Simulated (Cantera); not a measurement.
An isothermal, constant-pressure homogeneous reactor starts with NO : N2 = 1 : 13 (molar parts), at 1723 K and 1.70 bar. Integrator tolerance rtol = 1e-08.

Detailed kinetics in Cantera: GRI-Mech 3.0 (53 species, 325 reactions).

### Question
What does this change do: pressure from 1.70 bar to 10.00 Torr?

### Answer
```tsv
quantity	before	after
x(NO) at 10.0 s	0.0544 (gas-phase equilibrium 0.00143)	0.0712 (gas-phase equilibrium 0.00143)
x(O2) at 10.0 s	0.00845 (gas-phase equilibrium 0.0350)	0.000110 (gas-phase equilibrium 0.0349)
x(NO2) at 10.0 s	4.34e-5 (gas-phase equilibrium 2.26e-6)	1.32e-6 (gas-phase equilibrium 2.00e-7)
x(N2O) at 10.0 s	1.28e-6 (gas-phase equilibrium 1.20e-7)	1.89e-6 (gas-phase equilibrium 1.06e-8)
x(O) at 10.0 s	4.18e-6 (gas-phase equilibrium 8.21e-6)	1.64e-5 (gas-phase equilibrium 9.26e-5)
```
Radical loss at walls, strong at low pressure, is not modelled.

### Question
What does this change do: N2 13 to 6.6 parts?

### Answer
```csv
quantity,before,after
x(NO) at 10.0 s,0.0544 (gas-phase equilibrium 0.00143),0.0835 (gas-phase equilibrium 0.00192)
x(O2) at 10.0 s,0.00845 (gas-phase equilibrium 0.0350),0.0239 (gas-phase equilibrium 0.0648)
x(NO2) at 10.0 s,4.34e-5 (gas-phase equilibrium 2.26e-6),0.000111 (gas-phase equilibrium 4.12e-6)
x(N2O) at 10.0 s,1.28e-6 (gas-phase equilibrium 1.20e-7),2.96e-6 (gas-phase equilibrium 1.59e-7)
x(O) at 10.0 s,4.18e-6 (gas-phase equilibrium 8.21e-6),6.92e-6 (gas-phase equilibrium 1.12e-5)
```
